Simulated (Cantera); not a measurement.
A perfectly stirred reactor is fed with CH4 : N2 = 1 : 3 (molar parts), at 0.000257 atm; it is held at 1975 K, and followed from long to short residence time.

Detailed kinetics in Cantera: GRI-Mech 3.0 (53 species, 325 reactions). GRI-Mech 3.0 stops at C3 and has no aromatics, soot or wall deposition, so with more carbon than oxygen in the feed, carbon stays in small species such as C2H2 where larger ones or solid carbon would form. Radical loss at walls, strong at low pressure, is not modelled.

**Question.** What does this change do: 0.31 parts H2O added?

**Answer.** 
```json
[
 {"quantity": "x(CH4) at τ = 0.720 s", "before": "0.106", "after": "0.0948"},
 {"quantity": "x(C2H4) at τ = 0.720 s", "before": "0.00413", "after": "0.00345"},
 {"quantity": "x(C2H6) at τ = 0.720 s", "before": "1.02e-5", "after": "6.67e-6"},
 {"quantity": "x(C2H) at τ = 0.720 s", "before": "3.51e-6", "after": "3.57e-6"},
 {"quantity": "x(HCN) at τ = 0.720 s", "before": "3.34e-6", "after": "3.65e-6"},
 {"quantity": "x(CH4) at τ = 10.0 ms", "before": "0.249", "after": "0.231"},
 {"quantity": "x(C2H4) at τ = 10.0 ms", "before": "6.42e-6", "after": "8.16e-6"},
 {"quantity": "x(C2H6) at τ = 10.0 ms", "before": "2.13e-8", "after": "2.06e-8"},
 {"quantity": "x(C2H) at τ = 10.0 ms", "before": "3.24e-11", "after": "5.39e-12"},
 {"quantity": "x(HCN) at τ = 10.0 ms", "before": "2.00e-11", "after": "2.87e-11"}
]
```
